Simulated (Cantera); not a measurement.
Feed: 1 mol CH2F2, 0.018 mol CH4, 0.18 mol H2, at 748.15 K and 0.000270 bar.

Method: chemical equilibrium by Gibbs-energy minimisation in Cantera with the NASA 1993 tables (ideal gas, pure condensed phases). Candidate condensed phases: C, C6H6, C7H8, C8H18; 95 gas species. The numbers say what is thermodynamically allowed, not how fast it happens.

Base state: HF 0.903, H2 0.0975 (mole fractions); condensed: C(graphite).

What changes in the equilibrium state with this change: CH2F2 replaced by c-C4F8?


```tsv
species	before	after
CF4	<1e-9	0.814
HF	0.903	0.186
H2	0.0975	<1e-9
C(graphite), mol	1.02	2.13
```
The feed counts by its element totals alone. Condensed phases not in the tables: fluorocarbon polymer. Gases not in the tables: C2F6 and larger saturated fluorocarbons.
